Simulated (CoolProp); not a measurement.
Vapour-liquid equilibrium of diethyl ether (1) + ethanol (2) at 48.6 kPa; x and y are mole fractions of (1).

Values from CoolProp's multi-fluid Helmholtz-energy mixture model, Thol 2014 and Schroeder 2014; pair parameters Bell 2016.

```tsv
x	bubble temperature (°C)	y at the bubble point	dew temperature at overall composition x (°C)	liquid density (mol/L)
0.05	51.1	0.387	59.8	?
0.15	38.0	0.709	?	15.16
0.25	30.6	0.820	55.0	14.34
0.35	26.3	0.869	52.3	13.54
0.45	23.7	0.896	49.1	12.80
0.55	21.9	0.914	45.4	12.11
0.65	20.5	0.929	41.0	11.48
0.75	19.1	?	35.5	10.91
0.85	17.7	?	28.1	10.39
0.95	16.1	0.985	18.6	9.916
```

Complete the blanks.


- 0.05, liquid density (mol/L): 15.97
- 0.15, dew temperature at overall composition x (°C): 57.5
- 0.75, y at the bubble point: 0.944
- 0.85, y at the bubble point: 0.962

No azeotrope shows between x = 0.05 and 0.95.

The pair parameters rest on a limited set of measurements; away from them the model extrapolates.
